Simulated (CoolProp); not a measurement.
Saturation properties of fluorine (Tc = -128.7 °C, pc = 5.240 MPa, ω = 0.045).

Values from CoolProp's reference Helmholtz-energy equation of state, de Reuck 1990.

```json
[
 {"T (°C)": "-180.75", "p (MPa)": "0.2191", "vapour density (kg/m³)": "11.51", "enthalpy of vaporisation (kJ/kg)": "…", "liquid cp (kJ/(kg K))": "1.541", "surface tension (mN/m)": "11.5"},
 {"T (°C)": "-176.15", "p (MPa)": "0.3328", "vapour density (kg/m³)": "16.99", "enthalpy of vaporisation (kJ/kg)": "161.9", "liquid cp (kJ/(kg K))": "1.566", "surface tension (mN/m)": "10.2"},
 {"T (°C)": "-171.45", "p (MPa)": "0.4893", "vapour density (kg/m³)": "24.42", "enthalpy of vaporisation (kJ/kg)": "156.3", "liquid cp (kJ/(kg K))": "1.598", "surface tension (mN/m)": "9.02"},
 {"T (°C)": "-166.85", "p (MPa)": "0.6895", "vapour density (kg/m³)": "…", "enthalpy of vaporisation (kJ/kg)": "150.2", "liquid cp (kJ/(kg K))": "1.638", "surface tension (mN/m)": "7.85"},
 {"T (°C)": "-162.15", "p (MPa)": "0.9496", "vapour density (kg/m³)": "46.23", "enthalpy of vaporisation (kJ/kg)": "143.3", "liquid cp (kJ/(kg K))": "1.692", "surface tension (mN/m)": "6.69"},
 {"T (°C)": "-157.45", "p (MPa)": "1.274", "vapour density (kg/m³)": "61.98", "enthalpy of vaporisation (kJ/kg)": "135.6", "liquid cp (kJ/(kg K))": "1.764", "surface tension (mN/m)": "5.56"},
 {"T (°C)": "-152.85", "p (MPa)": "1.662", "vapour density (kg/m³)": "81.59", "enthalpy of vaporisation (kJ/kg)": "…", "liquid cp (kJ/(kg K))": "…", "surface tension (mN/m)": "…"},
 {"T (°C)": "-148.15", "p (MPa)": "2.139", "vapour density (kg/m³)": "107.3", "enthalpy of vaporisation (kJ/kg)": "117.1", "liquid cp (kJ/(kg K))": "2.021", "surface tension (mN/m)": "3.45"},
 {"T (°C)": "-143.55", "p (MPa)": "2.695", "vapour density (kg/m³)": "140.4", "enthalpy of vaporisation (kJ/kg)": "105.5", "liquid cp (kJ/(kg K))": "…", "surface tension (mN/m)": "2.48"},
 {"T (°C)": "-138.85", "p (MPa)": "3.364", "vapour density (kg/m³)": "186.7", "enthalpy of vaporisation (kJ/kg)": "90.69", "liquid cp (kJ/(kg K))": "2.776", "surface tension (mN/m)": "1.56"}
]
```

Complete the blanks.


- -180.75, enthalpy of vaporisation (kJ/kg): 167.0
- -166.85, vapour density (kg/m³): 33.87
- -152.85, enthalpy of vaporisation (kJ/kg): 127.1
- -152.85, liquid cp (kJ/(kg K)): 1.865
- -152.85, surface tension (mN/m): 4.50
- -143.55, liquid cp (kJ/(kg K)): 2.275

It boils at -188.1 °C under 1 atm.

Surface tension comes from a separate correlation (Mulero 2012).
